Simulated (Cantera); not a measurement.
What does this Cantera script print?

```python
import numpy as np
import cantera as ct

gas_names = """
    Pb O3 PbO CO
""".split()
cond_names = """
    Pb(cr) Pb(L) C(gr)
""".split()


# ... load() reads the species with a 1 bar reference pressure and builds the phases ...
species = {s.name: s for s in load("nasa_gas.yaml", gas_names) + load("nasa_condensed.yaml", cond_names)}
# Each term lists the table entries of one substance; the one whose range holds T is used.
reactions = {
    '3 Pb(g) + O3(g) = 3 PbO(g)':
        [(-3, ['Pb']), (-1, ['O3']), (3, ['PbO'])],
    'CO(g) + Pb = C + PbO(g)':
        [(-1, ['CO']), (-1, ['Pb(cr)', 'Pb(L)']), (1, ['C(gr)']), (1, ['PbO'])],
}


def pick(names, T):
    return next(species[n] for n in names if species[n].thermo.min_temp <= T <= species[n].thermo.max_temp)


results = []
for label, terms in reactions.items():
    print(label)
    print("     T/K   dH/kJ  dS/(J/K)   dG/kJ   log10 K")
    for T in [300, 575, 650, 725, 800, 875, 950, 1025, 1100, 1175]:
        used = [(nu, pick(names, T)) for nu, names in terms]
        dH = sum(nu * s.thermo.h(T) for nu, s in used) / 1e6
        dS = sum(nu * s.thermo.s(T) for nu, s in used) / 1e3
        dG = dH - T * dS / 1e3
        logK = -dG * 1e6 / (ct.gas_constant * T * np.log(10))
        results.append((label, T, dH, dS, dG, logK, [s.name for _, s in used]))
        print(f"{T:8g} {dH:8.1f} {dS:8.1f} {dG:8.1f} {logK:8.2f}")
```

Output:

```
3 Pb(g) + O3(g) = 3 PbO(g)
     T/K   dH/kJ  dS/(J/K)   dG/kJ   log10 K
     300   -516.5    -45.0   -503.0    87.58
     575   -517.7    -47.7   -490.2    44.53
     650   -518.1    -48.4   -486.6    39.11
     725   -518.5    -49.0   -483.0    34.80
     800   -519.0    -49.7   -479.3    31.29
     875   -519.5    -50.2   -475.5    28.39
     950   -520.0    -50.8   -471.7    25.94
    1025   -520.5    -51.3   -467.9    23.84
    1100   -521.0    -51.8   -464.0    22.04
    1175   -521.5    -52.2   -460.1    20.46
CO(g) + Pb = C + PbO(g)
     T/K   dH/kJ  dS/(J/K)   dG/kJ   log10 K
     300    180.8    -16.8    185.8   -32.35
     575    177.9    -23.9    191.6   -17.41
     650    172.5    -32.8    193.8   -15.58
     725    172.0    -33.6    196.3   -14.15
     800    171.6    -34.2    198.9   -12.99
     875    171.2    -34.6    201.5   -12.03
     950    170.8    -35.0    204.1   -11.22
    1025    170.5    -35.3    206.7   -10.53
    1100    170.3    -35.5    209.4    -9.94
    1175    170.0    -35.8    212.0    -9.43
```

Source: NASA polynomial tables (part measured, part estimated), evaluated in Cantera. Condensed species are held in their standard states even where they would react or evaporate.
